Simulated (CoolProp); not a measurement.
Dry air along the isobar 4.37 MPa: Z from the reference equation and from simpler models built on Tc = 132.5 K, pc = 3.786 MPa, ω = 0.034; each cubic takes its own stable root.

The numbers come from the reference Helmholtz-energy equation of state, Lemmon 2000 in CoolProp. It is a pseudo-pure fit of the blend.

```json
[
 {"T (K)": "87.3", "phase": "liquid", "reference": "0.2057"},
 {"T (K)": "107.2", "phase": "liquid", "reference": "0.1904"},
 {"T (K)": "127.1", "phase": "liquid", "reference": "0.2034"},
 {"T (K)": "147", "phase": "supercritical", "reference": "0.6417"},
 {"T (K)": "166.9", "phase": "supercritical", "reference": "0.7966"},
 {"T (K)": "186.8", "phase": "supercritical", "reference": "0.8707"},
 {"T (K)": "206.7", "phase": "supercritical", "reference": "0.9146"},
 {"T (K)": "226.6", "phase": "supercritical", "reference": "0.9429"},
 {"T (K)": "246.5", "phase": "supercritical", "reference": "0.9623"},
 {"T (K)": "266.4", "phase": "supercritical", "reference": "0.9760"},
 {"T (K)": "286.3", "phase": "supercritical", "reference": "0.9860"},
 {"T (K)": "306.2", "phase": "supercritical", "reference": "0.9934"},
 {"T (K)": "326.1", "phase": "supercritical", "reference": "0.9989"},
 {"T (K)": "346", "phase": "supercritical", "reference": "1.003"},
 {"T (K)": "365.9", "phase": "supercritical", "reference": "1.006"},
 {"T (K)": "385.8", "phase": "supercritical", "reference": "1.009"}
]
```

Task: How far does each simpler model (van der Waals, Soave-Redlich-Kwong) lie from the reference over these 16 states: mean and median of the absolute difference, and the worst?

Result: 
- van der Waals: mean 8.8 %, median 2.2 %, worst +39.9 % at 87.3 K and 4.37 MPa
- Soave-Redlich-Kwong: mean 1.1 %, median 0.6 %, worst +6.8 % at 127.1 K and 4.37 MPa
